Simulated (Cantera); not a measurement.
A Cantera script and its output.

```python
import numpy as np
import cantera as ct

gas = ct.Solution("gri30.yaml")
gas.TPX = 2175, 500000, {'CH4': 1, 'H2O': 0.38, 'H2': 0.062, 'N2': 0.11}
inlet = ct.Reservoir(gas, clone=True)

reactor = ct.IdealGasConstPressureReactor(gas, energy="off", clone=False)
exhaust = ct.Reservoir(gas, clone=True)
tau = [5.6, 2.7, 1.3, 0.63, 0.31, 0.15, 0.071, 0.034, 0.017, 0.008, 0.0039][0]
for a, b in ((inlet, reactor), (reactor, exhaust)):
    ct.MassFlowController(a, b, mdot=lambda t: reactor.mass / tau)
net = ct.ReactorNet([reactor])
show = ['CH4', 'H2O', 'H2', 'H', 'CO2', 'CH3', 'CH2O']

rows = []
print(f"{'tau/s':>10s}{'T/K':>9s}" + "".join(f"{s:>11s}" for s in show))
for tau in [5.6, 2.7, 1.3, 0.63, 0.31, 0.15, 0.071, 0.034, 0.017, 0.008, 0.0039]:
    net.initial_time = 0.0
    net.advance(30 * tau)
    before = gas.X
    net.advance(40 * tau)
    drift = np.max(np.abs(gas.X - before) / (gas.X + 1e-9))
    rows.append([gas.T, *gas[show].X, drift])
    print(f"{tau:10.3e}{gas.T:9.1f}" + "".join(f"{x:11.3e}" for x in gas[show].X))
```

Result:

```
     tau/s      T/K        CH4        H2O         H2          H        CO2        CH3       CH2O
 5.600e+00   2175.0  5.737e-03  5.459e-05  7.206e-01  1.867e-03  1.890e-06  2.843e-04  1.894e-07
 2.700e+00   2175.0  5.799e-03  1.088e-04  7.205e-01  1.867e-03  3.764e-06  2.874e-04  1.896e-07
 1.300e+00   2175.0  5.902e-03  2.212e-04  7.203e-01  1.867e-03  7.648e-06  2.925e-04  1.900e-07
 6.300e-01   2175.0  6.095e-03  4.506e-04  7.200e-01  1.866e-03  1.556e-05  3.021e-04  1.910e-07
 3.100e-01   2175.0  6.457e-03  9.054e-04  7.194e-01  1.865e-03  3.120e-05  3.201e-04  1.931e-07
 1.500e-01   2175.0  7.150e-03  1.842e-03  7.181e-01  1.862e-03  6.317e-05  3.546e-04  1.984e-07
 7.100e-02   2175.0  8.432e-03  3.780e-03  7.156e-01  1.857e-03  1.284e-04  4.184e-04  2.128e-07
 3.400e-02   2175.0  1.055e-02  7.487e-03  7.110e-01  1.849e-03  2.492e-04  5.241e-04  2.512e-07
 1.700e-02   2175.0  1.360e-02  1.373e-02  7.038e-01  1.836e-03  4.404e-04  6.775e-04  3.441e-07
 8.000e-03   2175.0  1.846e-02  2.496e-02  6.913e-01  1.813e-03  7.452e-04  9.237e-04  5.938e-07
 3.900e-03   2175.0  2.503e-02  4.091e-02  6.737e-01  1.781e-03  1.086e-03  1.260e-03  1.135e-06
```

Computed with Cantera and GRI-Mech 3.0 (53 species, 325 reactions). GRI-Mech 3.0 stops at C3 and has no aromatics, soot or wall deposition, so with more carbon than oxygen in the feed, carbon stays in small species such as C2H2 where larger ones or solid carbon would form.
